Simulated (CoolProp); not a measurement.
p-xylene along the isotherm 539.6 K: fugacity coefficient from the reference equation and from simpler models built on Tc = 616.2 K, pc = 3.532 MPa, ω = 0.324; each cubic takes its own stable root.

The numbers come from the reference Helmholtz-energy equation of state, Zhou 2012 in CoolProp.

```
p (MPa)   phase  reference  van der Waals  Redlich-Kwong  Soave-Redlich-Kwong  Peng-Robinson
-------  ------  ---------  -------------  -------------  -------------------  -------------
3.92     liquid     0.2850         0.4484         0.3559               0.3036     (withheld)
7.85     liquid     0.1652         0.2858         0.2131               0.1804         0.1701
11.8     liquid     0.1272         0.2396         0.1686               0.1419     (withheld)
15.7     liquid     0.1101         0.2243         0.1493               0.1252         0.1139
19.6     liquid     0.1014         0.2225         0.1403               0.1173         0.1049
23.5     liquid    0.09694         0.2288         0.1368               0.1140     (withheld)
27.5     liquid    0.09516         0.2413         0.1367               0.1137        0.09837
31.4     liquid    0.09525     (withheld)     (withheld)               0.1154        0.09835
35.3     liquid    0.09670         0.2810         0.1435           (withheld)        0.09970
```

Q: Fill in the missing entries.

A: 
- 3.92, Peng-Robinson: 0.2920
- 11.8, Peng-Robinson: 0.1314
- 23.5, Peng-Robinson: 0.1003
- 31.4, van der Waals: 0.2588
- 31.4, Redlich-Kwong: 0.1391
- 35.3, Soave-Redlich-Kwong: 0.1188
